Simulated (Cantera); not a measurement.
**Ignition delay**

Mixture: CH4 : C2H6 : O2 : N2 = 1 : 0.066 : 4.13 : 13.2 (molar parts), equivalence ratio 0.54, at 285 Torr, adiabatic and at constant volume. Ignition delay is the time to a rise of 400 K.

Detailed kinetics in Cantera: GRI-Mech 3.0 (53 species, 325 reactions).

```
T0 (K)  delay (ms)
------  ----------
1075          67.4
1175          16.9
1275          4.89
1375          1.61
1475         0.618
1575         0.279
1675         0.146
1775        0.0864
```

* **apparent activation energy between 1575 and 1775 K**: 140 kJ/mol
